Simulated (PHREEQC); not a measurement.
Consider water at 25 °C with 82 mmol/kgw NaBr. Closed to the air; pH follows from the charge balance.

Equilibrium calculation in PHREEQC: ion-association model, wateq4f.dat.

```
Quantity                Result
--------------  --------------
ionic strength  0.0820 mol/kgw
```

```json
[
 {"species": "Br-", "molality": "0.0820", "activity": "0.0650", "log γ": "-0.101"},
 {"species": "Na+", "molality": "0.0820", "activity": "0.0651", "log γ": "-0.100"},
 {"species": "H+", "molality": "1.24e-7", "activity": "1.03e-7", "log γ": "-0.079"},
 {"species": "OH-", "molality": "1.24e-7", "activity": "9.64e-8", "log γ": "-0.110"}
]
```

This is a speciation only: nothing precipitates in the calculation.
